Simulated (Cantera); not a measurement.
Input (Python, Cantera) and output of one run.

```python
import numpy as np
import cantera as ct

gas_names = [...]  # 123 gases of nasa_gas.yaml made of C, H, O, Si
cond_names = """
    C(gr) C6H6(L) C7H8(L) C8H18(L),n-octa H2O(s) H2O(L) Si(cr) Si(L) SiC(b) SiO2(Lqz) SiO2(hqz) SiO2(L)
""".split()


# ... load() reads the species with a 1 bar reference pressure and builds the phases ...
atoms = {
    'SiC': {'Si': 1, 'C': 1},
    'CO2': {'C': 1, 'O': 2},
    'H2': {'H': 2},
    'O2': {'O': 2},
}
top_T = {'C(gr)': 4500, 'SiC(b)': 3050}  # K; cautious upper limits of use, not melting points


# ... equilibrate(T, P, feed) seeds the gas with the atoms and calls Mixture.equilibrate('TP', solver="vcs", rtol=1e-11, max_steps=5000) ...
results = []
T = 1748.15  # K
P = 13332.2  # Pa
for m in [0.0044, 0.0072, 0.012, 0.019, 0.031, 0.05, 0.082, 0.13, 0.22, 0.35]:
    feed = {'SiC': 1, 'CO2': 0.016, 'H2': 34, 'O2': m}  # mol
    mix = equilibrate(T, P, feed)
    results.append((T, P, feed, dict(zip(mix.species_names, mix.species_moles))))

top = {s: max(r[3][s] / sum(r[3][g] for g in gas_names) for r in results) for s in gas_names}
cols = sorted((s for s in top if top[s] > 1e-05), key=lambda s: -top[s])[:6]
seen = [c for c in cond_names if any(r[3].get(c, 0) > 1e-12 for r in results)]
print("log10 of partial pressures in bar; condensed amounts in mol")
print(f"{'n(O2)':>10s}" + "".join(f"{s[:9]:>10s}" for s in cols + seen))
for T, P, feed, n in results:
    ng = sum(n[g] for g in gas_names)
    print(f"{feed['O2']:10.4g}" + "".join(f"{np.log10(max(n[s] / ng * P / 1e5, 1e-99)):10.3f}" for s in cols)
          + "".join(f"{n.get(c, 0):10.4g}" for c in seen))
```

Output:

```
log10 of partial pressures in bar; condensed amounts in mol
     n(O2)        H2        CO       SiO         H       CH4    SiC(b)
    0.0044    -0.876    -3.956    -4.309    -4.079    -5.773    0.9872
    0.0072    -0.876    -3.915    -4.222    -4.079    -5.796    0.9844
     0.012    -0.876    -3.852    -4.104    -4.079    -5.824    0.9797
     0.019    -0.876    -3.775    -3.975    -4.079    -5.850    0.9727
     0.031    -0.877    -3.668    -3.816    -4.079    -5.877    0.9607
      0.05    -0.877    -3.539    -3.645    -4.079    -5.899    0.9417
     0.082    -0.878    -3.384    -3.455    -4.080    -5.918    0.9097
      0.13    -0.879    -3.223    -3.271    -4.080    -5.932    0.8617
      0.22    -0.881    -3.025    -3.055    -4.081    -5.946    0.7717
      0.35    -0.885    -2.843    -2.862    -4.083    -5.957    0.6418
```

Equilibrium computed with Cantera from the NASA thermochemical tables; the gas is ideal and each condensed phase is pure.
